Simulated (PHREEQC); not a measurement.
## Leach liquor: speciation

Solution (28 °C): 0.18 mol/kgw H2SO4, 0.11 mol/kgw FeSO4 and 0.015 mol/kgw MgSO4. Closed to the air; pH follows from the charge balance.

Model: Pitzer model, pitzer.dat, run in PHREEQC.

This is a speciation only: nothing precipitates in the calculation.

### Question
Predict the pH, specific conductance.

### Answer
pH 0.89; specific conductance 70700 µS/cm.

### Question
In which forms is S present?

### Answer
HSO4- 56 %, SO4-2 44 % of the S.
